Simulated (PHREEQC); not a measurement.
Brine: speciation

Solution (70 °C): 0.47 mol/kgw MgSO4. Closed to the air; pH follows from the charge balance.

All values are PHREEQC results (Pitzer model, pitzer.dat), not measurements.

This is a speciation only: nothing precipitates in the calculation.

### Question
Predict the activity of water.

### Answer
activity of water 0.992.

Complexes and solids missing from the database can't appear. Constants without temperature data keep their 25 °C values here.
